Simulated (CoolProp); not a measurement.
Vapour-liquid equilibrium of n-hexane (1) + n-decane (2) at 379.5 K; x and y are mole fractions of (1).

Values from CoolProp's multi-fluid Helmholtz-energy mixture model, Thol 2019 and Lemmon 2006; pair parameters Kunz 2012.

| x | bubble pressure, mixture model (MPa) | bubble pressure, Raoult's law (MPa) | y, mixture model | y, Raoult's law |
|---|---|---|---|---|
| 0.05 | [?] | 0.02610 | 0.514 | 0.554 |
| 0.125 | 0.04258 | 0.04686 | 0.741 | 0.771 |
| 0.2 | 0.06143 | 0.06762 | 0.833 | 0.855 |
| 0.275 | 0.08080 | 0.08838 | 0.883 | 0.899 |
| 0.35 | 0.1007 | 0.1091 | 0.915 | 0.927 |
| 0.425 | 0.1210 | 0.1299 | 0.936 | 0.946 |
| 0.5 | [?] | 0.1507 | 0.952 | 0.959 |
| 0.575 | [?] | 0.1714 | 0.964 | 0.970 |
| 0.65 | 0.1846 | 0.1922 | 0.973 | 0.978 |
| 0.725 | 0.2064 | 0.2129 | 0.981 | 0.984 |
| 0.8 | 0.2286 | 0.2337 | 0.987 | 0.990 |
| 0.875 | [?] | 0.2545 | 0.993 | 0.994 |
| 0.95 | 0.2737 | 0.2752 | 0.997 | 0.998 |

Task: Complete the blanks.

Result: 
- 0.05, bubble pressure, mixture model (MPa): 0.02423
- 0.5, bubble pressure, mixture model (MPa): 0.1418
- 0.575, bubble pressure, mixture model (MPa): 0.1630
- 0.875, bubble pressure, mixture model (MPa): 0.2510

The largest gap from Raoult's law is -9.2 % in bubble pressure, at x = 0.2. No azeotrope shows between x = 0.05 and 0.95.

The pair parameters rest on a limited set of measurements; away from them the model extrapolates.
